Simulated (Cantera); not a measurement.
An isothermal, constant-pressure homogeneous reactor starts with 0.144 % CO, 0.192 % O₂, 3.46 % H₂O, 96.2 % N₂, at 875 K and 1.78 atm.

Computed with Cantera and GRI-Mech 3.0 (53 species, 325 reactions).

**Question.** Predict: x(CO) at 20.0 s; x(O₂) at 20.0 s; x(H₂O) at 20.0 s; x(N₂O) at 20.0 s; x(OH) at 20.0 s.

**Answer.** 
| Quantity | Result |
|---|---|
| x(CO) at 20.0 s | 0.00129 (gas-phase equilibrium <1e-12) |
| x(O₂) at 20.0 s | 0.00185 (gas-phase equilibrium 0.00120) |
| x(H₂O) at 20.0 s | 0.0346 (gas-phase equilibrium 0.0347) |
| x(N₂O) at 20.0 s | 1.64e-9 (gas-phase equilibrium 7.75e-11) |
| x(OH) at 20.0 s | 1.47e-9 (gas-phase equilibrium 9.90e-10) |
